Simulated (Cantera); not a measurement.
An isothermal, constant-pressure homogeneous reactor starts with N2O : O2 = 1 : 0.37 (molar parts), at 1200 K and 12.8 Torr. Integrator tolerance rtol = 1e-08.

Model: GRI-Mech 3.0 (53 species, 325 reactions), integrated in Cantera. GRI-Mech 3.0 was tuned for natural gas; its chemistry of N2O as a main component is partial and can be far from experiment. Radical loss at walls, strong at low pressure, is not modelled. The mechanism lacks the step 2 NO + O2 → 2 NO2, which can matter for NO2 below about 1400 K. The temperature is held fixed by assumption; the heat of reaction is taken as removed at once.

Q: What does this change do: temperature 1200 to 1000 K?

A: 
```json
[
 {"quantity": "x(N2O) at 6.00 s", "before": "0.670 (gas-phase equilibrium 1.81e-9)", "after": "0.729 (gas-phase equilibrium 3.40e-10)"},
 {"quantity": "x(O2) at 6.00 s", "before": "0.284 (gas-phase equilibrium 0.465)", "after": "0.270 (gas-phase equilibrium 0.465)"},
 {"quantity": "x(O) at 6.00 s", "before": "1.83e-6 (gas-phase equilibrium 1.32e-7)", "after": "4.21e-8 (gas-phase equilibrium 8.28e-10)"},
 {"quantity": "x(NO) at 6.00 s", "before": "0.00457 (gas-phase equilibrium 0.000241)", "after": "1.90e-5 (gas-phase equilibrium 3.86e-5)"},
 {"quantity": "x(NO2) at 6.00 s", "before": "1.33e-6 (gas-phase equilibrium 7.88e-7)", "after": "8.23e-10 (gas-phase equilibrium 4.01e-7)"},
 {"quantity": "x(N2) at 6.00 s", "before": "0.0413 (gas-phase equilibrium 0.535)", "after": "0.000467 (gas-phase equilibrium 0.535)"}
]
```

Q: What does this change do: 0.056 parts H2O added?

A: 
```
quantity                                            before                                     after
----------------  ----------------------------------------  ----------------------------------------
x(N2O) at 6.00 s     0.670 (gas-phase equilibrium 1.81e-9)     0.634 (gas-phase equilibrium 1.74e-9)
x(O2) at 6.00 s        0.284 (gas-phase equilibrium 0.465)       0.276 (gas-phase equilibrium 0.452)
x(O) at 6.00 s     1.83e-6 (gas-phase equilibrium 1.32e-7)   1.83e-6 (gas-phase equilibrium 1.30e-7)
x(NO) at 6.00 s   0.00457 (gas-phase equilibrium 0.000241)  0.00413 (gas-phase equilibrium 0.000234)
x(NO2) at 6.00 s   1.33e-6 (gas-phase equilibrium 7.88e-7)  0.000391 (gas-phase equilibrium 7.54e-7)
x(N2) at 6.00 s       0.0413 (gas-phase equilibrium 0.535)      0.0477 (gas-phase equilibrium 0.519)
```
